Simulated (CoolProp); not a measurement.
A single-stage vapour-compression cycle with the fluid: evaporating at 327.15 K (dew point), condensing at 353.15 K (bubble point), superheat 0 K, subcooling 2 K, compressor efficiency 0.75, no pressure losses. The same conditions are run with several fluids, on thermodynamics alone (safety and materials aside).

Computed with CoolProp (reference Helmholtz-energy equation of state of each fluid (R1336mzz(Z): McLinden 2020; ammonia: Gao 2020; R11: Jacobsen 1992; isobutane: Bücker 2006; 1,2-dichloroethane: Thol 2015; n-pentane: Thol 2019)).

**Question.** Rank R1336mzz(Z), ammonia, R11, isobutane, 1,2-dichloroethane, n-pentane by cooling COP, highest first.

**Answer.** 1,2-dichloroethane (8.96), R11 (8.67), n-pentane (8.44), R1336mzz(Z) (8.27), ammonia (8.14), isobutane (7.81)

| fluid | pressure ratio | discharge temperature (K) | refrigerating effect (kJ/kg) | volumetric capacity (kJ/m³) |
|---|---|---|---|---|
| R1336mzz(Z) | 2.11 | 353.2 | 123 | 1650 |
| ammonia | 1.84 | 383.0 | 902 | 15800 |
| R11 | 1.97 | 359.7 | 147 | 2120 |
| isobutane | 1.78 | 353.2 | 227 | 4410 |
| 1,2-dichloroethane | 2.49 | 367.8 | 308 | 413 |
| n-pentane | 2.05 | 353.1 | 282 | 1440 |

The compression ends wet for: R1336mzz(Z); isobutane; n-pentane.
